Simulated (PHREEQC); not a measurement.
Consider water at 50 °C with 24 mmol/kgw Li2SO4 and 0.073 mmol/kgw CsF. Closed to the air; pH follows from the charge balance.

The numbers come from PHREEQC with the ion-association model, wateq4f.dat.

Each row changes one thing in this solution. This is a speciation only: nothing precipitates in the calculation.

```csv
case,pH,ionic strength (mol/kgw),Li+ (mol/kgw),SO4-2 (mol/kgw),LiSO4- (mol/kgw),HSO4- (mol/kgw)
as made,6.84,0.0684,0.0462,0.0222,0.00183,2.85e-7
Li2SO4 from 0.024 to 0.048 mol/kgw,6.90,0.133,0.0905,0.0425,(withheld),4.06e-7
CsF replaced by (NH4)2SiF6 at the same molality,4.12,0.0684,0.0462,0.0220,0.00182,(withheld)
diluted 10-fold with water,6.69,0.00714,0.00477,0.00237,(withheld),6.43e-8
diluted 5-fold with water,(withheld),0.0142,0.00948,0.00468,0.000119,1.07e-7
temperature from 50 to 90 °C,6.59,0.0687,0.0463,0.0223,0.00171,1.48e-6
```

Question: What belongs in the gaps?

Answer: 
- Li2SO4 from 0.024 to 0.048 mol/kgw, LiSO4- (mol/kgw): 0.00553
- CsF replaced by (NH4)2SiF6 at the same molality, HSO4- (mol/kgw): 0.000149
- diluted 10-fold with water, LiSO4- (mol/kgw): 3.42e-5
- diluted 5-fold with water, pH: 6.73

At this temperature some constants are extrapolated from 25 °C, and those without enthalpy data are left unchanged. SiF6-2 is the database's only silicon fluoride.
